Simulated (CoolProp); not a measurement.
A closed Brayton cycle with dry air: compressor inlet 305.15 K and 2.1 MPa, high pressure 3.85 MPa, turbine inlet 860 K, compressor efficiency 0.8, turbine efficiency 0.9, recuperator effectiveness 0.8 (on enthalpy, no pinch check). Each further row changes one setting.

Computed with CoolProp (reference Helmholtz-energy equation of state, Lemmon 2000). It is a pseudo-pure fit of the blend.

```json
[
 {"case": "as stated", "thermal efficiency (%)": "[?]", "net work (kJ/kg)": "53.3", "compressor to turbine work": "0.58", "compressor exit (K)": "377.5", "turbine exit (K)": "746.6"},
 {"case": "turbine inlet 810 K", "thermal efficiency (%)": "[?]", "net work (kJ/kg)": "[?]", "compressor to turbine work": "0.61", "compressor exit (K)": "377.5", "turbine exit (K)": "702.1"},
 {"case": "compressor inlet 315.15 K", "thermal efficiency (%)": "25.0", "net work (kJ/kg)": "50.8", "compressor to turbine work": "0.60", "compressor exit (K)": "389.8", "turbine exit (K)": "746.6"},
 {"case": "high pressure 3.27 MPa", "thermal efficiency (%)": "22.9", "net work (kJ/kg)": "42.1", "compressor to turbine work": "0.55", "compressor exit (K)": "356.8", "turbine exit (K)": "775.6"},
 {"case": "recuperator effectiveness 0.5", "thermal efficiency (%)": "16.5", "net work (kJ/kg)": "53.3", "compressor to turbine work": "0.58", "compressor exit (K)": "377.5", "turbine exit (K)": "746.6"}
]
```

Problem. Complete the blanks.

Solution. 
- as stated, thermal efficiency (%): 25.9
- turbine inlet 810 K, thermal efficiency (%): 24.3
- turbine inlet 810 K, net work (kJ/kg): 45.9
